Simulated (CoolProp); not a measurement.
Values from CoolProp's reference Helmholtz-energy equation of state, Lemmon 2006. It is a short technical equation, of lower accuracy than the large ones.

Q: For nitrous oxide, give the phase and the Z, cv (kJ/(kg K)), Joule-Thomson coefficient (K/MPa), isothermal compressibility (1/MPa) at 291.1 K and 8.07 MPa.

A: 
- 291.1 K and 8.07 MPa: liquid; Z 0.174, cv 0.913, Joule-Thomson coefficient 0.571, isothermal compressibility 0.0127
